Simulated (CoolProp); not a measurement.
The fluid at 293.15 K and 0.13 MPa is compressed adiabatically to 0.89 MPa with isentropic efficiency 0.6. The same conditions are run with several fluids, on thermodynamics alone (safety and materials aside).

The numbers come from the reference Helmholtz-energy equation of state of each fluid (normal hydrogen: Leachman 2009; R407C: Lemmon 2003; R152A: Outcalt 1996; methane: Setzmann 1991; ammonia: Gao 2020) in CoolProp. Blends and air are pseudo-pure fits.

Problem. Rank normal hydrogen, R407C, R152A, methane, ammonia by work (kJ/kg), highest first.

Solution. normal hydrogen (5180), methane (606), ammonia (565), R152A (126), R407C (97.7)

```tsv
fluid	final temperature (K)	final density (kg/m³)
normal hydrogen	650.1	0.331
R407C	406.2	23.8
R152A	410.2	18.4
methane	528.4	3.25
ammonia	539.4	3.41
```
